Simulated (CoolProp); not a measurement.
Vapour-liquid equilibrium of propylene (1) + R115 (2) at 52.85 °C; x and y are mole fractions of (1).

Computed with CoolProp (multi-fluid Helmholtz-energy mixture model, Lemmon 2013 and Lemmon 2016; pair parameters Bell 2016).

```json
[
 {"x": "0.05", "bubble pressure, mixture model (MPa)": "1.842", "bubble pressure, Raoult's law (MPa)": "1.785", "y, mixture model": "[?]", "y, Raoult's law": "0.061"},
 {"x": "0.125", "bubble pressure, mixture model (MPa)": "1.952", "bubble pressure, Raoult's law (MPa)": "1.816", "y, mixture model": "0.171", "y, Raoult's law": "0.150"},
 {"x": "0.2", "bubble pressure, mixture model (MPa)": "2.052", "bubble pressure, Raoult's law (MPa)": "1.848", "y, mixture model": "0.258", "y, Raoult's law": "0.236"},
 {"x": "0.275", "bubble pressure, mixture model (MPa)": "2.141", "bubble pressure, Raoult's law (MPa)": "1.879", "y, mixture model": "0.337", "y, Raoult's law": "0.319"},
 {"x": "0.35", "bubble pressure, mixture model (MPa)": "[?]", "bubble pressure, Raoult's law (MPa)": "1.910", "y, mixture model": "0.409", "y, Raoult's law": "0.400"},
 {"x": "0.425", "bubble pressure, mixture model (MPa)": "2.278", "bubble pressure, Raoult's law (MPa)": "1.941", "y, mixture model": "[?]", "y, Raoult's law": "0.478"},
 {"x": "0.5", "bubble pressure, mixture model (MPa)": "[?]", "bubble pressure, Raoult's law (MPa)": "1.973", "y, mixture model": "0.538", "y, Raoult's law": "0.553"},
 {"x": "0.575", "bubble pressure, mixture model (MPa)": "[?]", "bubble pressure, Raoult's law (MPa)": "2.004", "y, mixture model": "0.598", "y, Raoult's law": "0.626"},
 {"x": "0.65", "bubble pressure, mixture model (MPa)": "2.374", "bubble pressure, Raoult's law (MPa)": "2.035", "y, mixture model": "[?]", "y, Raoult's law": "0.697"},
 {"x": "0.725", "bubble pressure, mixture model (MPa)": "2.374", "bubble pressure, Raoult's law (MPa)": "2.067", "y, mixture model": "0.718", "y, Raoult's law": "0.765"},
 {"x": "0.8", "bubble pressure, mixture model (MPa)": "2.355", "bubble pressure, Raoult's law (MPa)": "2.098", "y, mixture model": "0.782", "y, Raoult's law": "0.832"},
 {"x": "0.875", "bubble pressure, mixture model (MPa)": "2.315", "bubble pressure, Raoult's law (MPa)": "2.129", "y, mixture model": "0.852", "y, Raoult's law": "0.896"},
 {"x": "0.95", "bubble pressure, mixture model (MPa)": "2.247", "bubble pressure, Raoult's law (MPa)": "2.161", "y, mixture model": "0.935", "y, Raoult's law": "0.959"}
]
```

Q: Fill in the missing entries.

A: 
- 0.05, y, mixture model: 0.072
- 0.35, bubble pressure, mixture model (MPa): 2.216
- 0.425, y, mixture model: 0.475
- 0.5, bubble pressure, mixture model (MPa): 2.325
- 0.575, bubble pressure, mixture model (MPa): 2.357
- 0.65, y, mixture model: 0.658

The largest gap from Raoult's law is +17.8 % in bubble pressure, at x = 0.5. y crosses x between x = 0.65 and 0.725: the model has an azeotrope there.

The pair parameters rest on a limited set of measurements; away from them the model extrapolates.
